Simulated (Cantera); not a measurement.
A perfectly stirred reactor is fed with CH4 : N2 = 1 : 42 (molar parts), at 0.0263 atm; it is held at 1425 K, and followed from long to short residence time.

Model: GRI-Mech 3.0 (53 species, 325 reactions), integrated in Cantera. GRI-Mech 3.0 stops at C3 and has no aromatics, soot or wall deposition, so with more carbon than oxygen in the feed, carbon stays in small species such as C2H2 where larger ones or solid carbon would form. Radical loss at walls, strong at low pressure, is not modelled.

What does this change do: pressure from 0.0263 atm to 1.00 atm?


| quantity | before | after |
|---|---|---|
| x(CH4) at τ = 8.80 s | 0.0186 | 0.0124 |
| x(H) at τ = 8.80 s | 1.03e-6 | 5.81e-7 |
| x(C2H2) at τ = 8.80 s | 0.00200 | 0.00520 |
| x(C2H6) at τ = 8.80 s | 9.64e-6 | 8.70e-6 |
| x(C2H4) at τ = 8.80 s | 0.000238 | 0.000106 |
| x(CH4) at τ = 17.0 ms | 0.0233 | 0.0232 |
| x(H) at τ = 17.0 ms | 4.23e-9 | 6.98e-9 |
| x(C2H2) at τ = 17.0 ms | 1.56e-11 | 6.04e-7 |
| x(C2H6) at τ = 17.0 ms | 1.92e-9 | 1.41e-5 |
| x(C2H4) at τ = 17.0 ms | 2.41e-9 | 7.92e-6 |

What does this change do: temperature 1425 to 1075 K?


```tsv
quantity	before	after
x(CH4) at τ = 8.80 s	0.0186	0.0233
x(H) at τ = 8.80 s	1.03e-6	<1e-12
x(C2H2) at τ = 8.80 s	0.00200	<1e-12
x(C2H6) at τ = 8.80 s	9.64e-6	7.89e-10
x(C2H4) at τ = 8.80 s	0.000238	4.67e-11
x(CH4) at τ = 17.0 ms	0.0233	0.0233
x(H) at τ = 17.0 ms	4.23e-9	<1e-12
x(C2H2) at τ = 17.0 ms	1.56e-11	<1e-12
x(C2H6) at τ = 17.0 ms	1.92e-9	<1e-12
x(C2H4) at τ = 17.0 ms	2.41e-9	<1e-12
```
